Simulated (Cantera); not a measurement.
Input: 1 mol Si, 1.3 mol H₂O, 29 mol N₂, held at 0.0930 bar.

Method: chemical equilibrium by Gibbs-energy minimisation in Cantera with the NASA 1993 tables (ideal gas, pure condensed phases). Candidate condensed phases: H₂O, Si, SiO₂, Si₂N₂O, Si₃N₄; 35 gas species. Mutual solubility and eutectic melting of coexisting phases are not modelled. The tables hold silica as quartz up to 1696 K and as liquid above; real silica turns to tridymite and cristobalite and melts near 1996 K. Equilibrium is a limit: real reactors are often held back by kinetics, nucleation or transport. All values below are at 1573 K.

Base state: N₂ 0.956, H₂ 0.0432, SiO 0.000345, H 2.77e-5, H₂O 1.72e-5 (mole fractions); condensed: SiO₂(β-quartz) + Si₂N₂O(s).

Task: What changes in the equilibrium state with this change: Si replaced by Si₃N₄?

Result: 
```csv
species,before,after
N₂,0.956,0.958
H₂,0.0432,0.0423
H,2.77e-5,2.74e-5
SiO,0.000345,6.45e-6
H₂O,1.72e-5,5.88e-9
"SiO₂(β-quartz), mol",0.530,0
"Si₂N₂O(s), mol",0.230,1.30
"Si₃N₄(s), mol",0,0.133
```
